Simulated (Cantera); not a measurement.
Cantera run:

```python
import numpy as np
import cantera as ct

gas_names = """
    H2O2 NO H2 HBO2
""".split()
cond_names = """
    BN(s)
""".split()


# ... load() reads the species with a 1 bar reference pressure and builds the phases ...
species = {s.name: s for s in load("nasa_gas.yaml", gas_names) + load("nasa_condensed.yaml", cond_names)}
# Each term lists the table entries of one substance; the one whose range holds T is used.
reactions = {
    '2 BN + 3 H2O2(g) = 2 NO(g) + 2 H2(g) + 2 HBO2(g)':
        [(-2, ['BN(s)']), (-3, ['H2O2']), (2, ['NO']), (2, ['H2']), (2, ['HBO2'])],
}


def pick(names, T):
    return next(species[n] for n in names if species[n].thermo.min_temp <= T <= species[n].thermo.max_temp)


results = []
for label, terms in reactions.items():
    print(label)
    print("     T/K   dH/kJ  dS/(J/K)   dG/kJ   log10 K")
    for T in [1225, 1425, 1625, 1825, 2025]:
        used = [(nu, pick(names, T)) for nu, names in terms]
        dH = sum(nu * s.thermo.h(T) for nu, s in used) / 1e6
        dS = sum(nu * s.thermo.s(T) for nu, s in used) / 1e3
        dG = dH - T * dS / 1e3
        logK = -dG * 1e6 / (ct.gas_constant * T * np.log(10))
        results.append((label, T, dH, dS, dG, logK, [s.name for _, s in used]))
        print(f"{T:8g} {dH:8.1f} {dS:8.1f} {dG:8.1f} {logK:8.2f}")
```

Result:

```
2 BN + 3 H2O2(g) = 2 NO(g) + 2 H2(g) + 2 HBO2(g)
     T/K   dH/kJ  dS/(J/K)   dG/kJ   log10 K
    1225    -29.5    435.8   -563.3    24.02
    1425    -33.6    432.7   -650.2    23.83
    1625    -38.1    429.7   -736.4    23.67
    1825    -42.9    426.9   -822.1    23.53
    2025    -48.0    424.3   -907.2    23.40
```

Standard-state values (1 bar) from the NASA 1993 polynomials, evaluated with Cantera. Condensed species are held in their standard states even where they would react or evaporate.
